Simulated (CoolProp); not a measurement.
Properties of acetone along the isotherm 536.9 K.

Model: reference Helmholtz-energy equation of state, Lemmon 2006, in CoolProp. It is a short technical equation, of lower accuracy than the large ones.

```tsv
p (kPa)	phase	cv (kJ/(kg K))	speed of sound (m/s)
7.42	gas	1.816	287.8
15.2	gas	1.816	287.7
31.3	gas	1.817	287.4
64.2	gas	1.818	286.9
132	gas	1.821	285.8
271	gas	1.827	283.4
556	gas	1.839	278.6
1140	gas	1.866	268.5
2350	gas	1.930	246.4
```
